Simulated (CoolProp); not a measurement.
Vapour-liquid equilibrium of hydrogen sulfide (1) + n-pentane (2) at 0.326 MPa; x and y are mole fractions of (1).

Values from CoolProp's multi-fluid Helmholtz-energy mixture model, Lemmon 2006 and Thol 2019; pair parameters Kunz 2012.

Task: Give the bubble temperature and the first vapour's composition at x = 0.35, 0.5, 0.95. Is there an azeotrope?

Result: x = 0.35: 255.1 K, y = 0.976; x = 0.5: 248.5 K, y = 0.985; x = 0.95: 240.3 K, y = 0.997. No azeotrope shows between x = 0.05 and 0.95.

The pair parameters rest on a limited set of measurements; away from them the model extrapolates. The gap from Raoult's law changes sign with composition, which may be real or a fault of the pair parameters; it wasn't checked against measurements. With so large a gap from Raoult's law the liquid may split in two, which this calculation doesn't test in full.
